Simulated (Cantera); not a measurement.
Charge: 1 mol TEOS, 1.7 mol O3, held at 0.100 bar.

Equilibrium computed with Cantera from the NASA thermochemical tables; the gas is ideal and each condensed phase is pure. Candidate condensed phases: C, C6H6, C7H8, C8H18, H2O, Si, SiC, SiO2; 123 gas species. The feed counts by its element totals alone. The tables hold silica as quartz up to 1696 K and as liquid above; real silica turns to tridymite and cristobalite and melts near 1996 K. The numbers say what is thermodynamically allowed, not how fast it happens.

Task: Which condensed phases are stable at each of these points (T (K)): 800, 875, 950, 1025, 1100, 1175, 1250, 1325, 1400, 1475?

Result: 
```tsv
T (K)	condensed phases	Si condensed (%)
800	C(graphite) + SiO2(α-quartz)	100.0
875	C(graphite) + SiO2(β-quartz)	100.0
950	C(graphite) + SiO2(β-quartz)	100.0
1025	C(graphite) + SiO2(β-quartz)	100.0
1100	C(graphite) + SiO2(β-quartz)	100.0
1175	C(graphite) + SiO2(β-quartz)	100.0
1250	C(graphite) + SiO2(β-quartz)	100.0
1325	C(graphite) + SiO2(β-quartz)	100.0
1400	C(graphite) + SiO2(β-quartz)	100.0
1475	C(graphite) + SiO2(β-quartz)	99.8
```

At 800 K the condensed part is C(graphite) + SiO2(α-quartz). From 875 K to 1475 K the condensed part is C(graphite) + SiO2(β-quartz).
